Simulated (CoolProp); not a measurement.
C2F6 (R116) at several states: Z from the reference equation and from simpler models built on Tc = 293.0 K, pc = 3.048 MPa, ω = 0.257; each cubic takes its own stable root.

The numbers come from the reference Helmholtz-energy equation of state, Lemmon 2006 in CoolProp. It is a short technical equation, of lower accuracy than the large ones.

| T (K) | p (MPa) | phase | reference |
|---|---|---|---|
| 409.3 | 0.455 | gas | 0.9855 |
| 352.6 | 0.162 | gas | 0.9907 |
| 216.9 | 0.72 | liquid | 0.03658 |
| 285.2 | 4.79 | liquid | 0.2486 |
| 252.2 | 1.72 | liquid | 0.08617 |
| 326 | 0.295 | gas | 0.9774 |

### Question
How far does each simpler model (Redlich-Kwong, Peng-Robinson) lie from the reference over these 6 states: mean and median of the absolute difference, and the worst?

### Answer
- Redlich-Kwong: mean 6.4 %, median 5.2 %, worst +14.6 % at 252.2 K and 1.72 MPa
- Peng-Robinson: mean 2.0 %, median 0.3 %, worst -7.1 % at 216.9 K and 0.72 MPa
